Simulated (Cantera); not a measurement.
**Hydrocarbon pyrolysis for carbon deposition**

An isothermal, constant-pressure homogeneous reactor starts with C2H6 : N2 = 1 : 2.4 (molar parts), at 1375 K and 0.306 atm.

Computed with Cantera and GRI-Mech 3.0 (53 species, 325 reactions). GRI-Mech 3.0 stops at C3 and has no aromatics, soot or wall deposition, so with more carbon than oxygen in the feed, carbon stays in small species such as C2H2 where larger ones or solid carbon would form.

| t (s) | x C2H6 | x CH3 | x C2H4 | x CH4 | x C2H | x CH2 | x H2 |
|---|---|---|---|---|---|---|---|
| 3.00e-5 | 0.293 | 0.000506 | 0.000469 | 0.000276 | <1e-12 | 3.46e-8 | 0.000456 |
| 7.05e-5 | 0.288 | 0.000797 | 0.00361 | 0.00111 | 1.51e-11 | 1.03e-7 | 0.00342 |
| 0.000166 | 0.270 | 0.00102 | 0.0155 | 0.00393 | 1.40e-10 | 1.67e-7 | 0.0144 |
| 0.000389 | 0.228 | 0.000977 | 0.0428 | 0.0110 | 4.72e-10 | 1.61e-7 | 0.0400 |
| 0.000915 | 0.153 | 0.000826 | 0.0900 | 0.0258 | 1.28e-9 | 1.33e-7 | 0.0871 |
| 0.00215 | 0.0595 | 0.000535 | 0.141 | 0.0486 | 3.29e-9 | 7.96e-8 | 0.149 |
| 0.00505 | 0.00895 | 0.000201 | 0.146 | 0.0622 | 4.76e-9 | 1.88e-8 | 0.196 |
| 0.0119 | 0.00108 | 6.84e-5 | 0.123 | 0.0631 | 2.86e-9 | 2.55e-9 | 0.220 |
| 0.0279 | 0.000234 | 3.18e-5 | 0.100 | 0.0624 | 1.76e-9 | 5.77e-10 | 0.236 |
| 0.0656 | 0.000125 | 2.37e-5 | 0.0747 | 0.0613 | 1.67e-9 | 3.27e-10 | 0.254 |
| 0.154 | 7.97e-5 | 2.02e-5 | 0.0440 | 0.0601 | 1.78e-9 | 2.39e-10 | 0.275 |
| 0.362 | 4.35e-5 | 1.64e-5 | 0.0220 | 0.0593 | 1.66e-9 | 1.58e-10 | 0.289 |
| 0.851 | 3.25e-5 | 1.49e-5 | 0.0157 | 0.0593 | 1.57e-9 | 1.31e-10 | 0.293 |
| 2.00 | 3.19e-5 | 1.49e-5 | 0.0154 | 0.0597 | 1.56e-9 | 1.30e-10 | 0.293 |
x: mole fraction; the columns are a selection and need not sum to one.

Equilibrium at this temperature and pressure: C2H6 2.47e-5, CH3 1.38e-5, C2H4 0.0110, CH4 0.0606, C2H 1.01e-9, CH2 1.09e-10, H2 0.295 (gas phase only).
